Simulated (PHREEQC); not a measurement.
Dissolve 0.067 mol/kgw NH3 at 25 °C. Closed to the air; pH follows from the charge balance.

The numbers come from PHREEQC with the ion-association model, phreeqc.dat.

| Quantity | Result |
|---|---|
| pH | 11.03 |
| ionic strength | 0.00112 mol/kgw |
| specific conductance | 297 µS/cm |
| total alkalinity | 67.0 meq/kg |

| species | molality | activity | log γ |
|---|---|---|---|
| NH3 | 0.0659 | 0.0659 | 0.000 |
| OH- | 0.00112 | 0.00108 | -0.016 |
| NH4+ | 0.00112 | 0.00108 | -0.017 |

No solid was allowed to form.
